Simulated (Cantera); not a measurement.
A freely propagating, adiabatic, planar premixed flame of CH4 : C2H6 : C3H8 : O2 : N2 : CO2 : H2O = 1 : 0.33 : 1 : 6.27 : 23.6 : 9.6 : 0.098 (molar parts), equivalence ratio 1.3, unburnt at 300 K and 165 Torr; mixture-averaged transport, grid criteria slope 0.08 and curve 0.16, no radiation.

Model: GRI-Mech 3.0 (53 species, 325 reactions), integrated in Cantera. Burning velocities carry a grid error of a few per cent, more on coarse grids.

Problem. Predict: laminar burning velocity; thermal thickness; peak x(C2H); peak x(CH2O); peak x(CH2).

Solution. 
```
Property                      Value
------------------------  ---------
laminar burning velocity  11.0 cm/s
thermal thickness           4.04 mm
peak x(C2H)                 1.38e-7
peak x(CH2O)               0.000888
peak x(CH2)                 1.06e-5
```
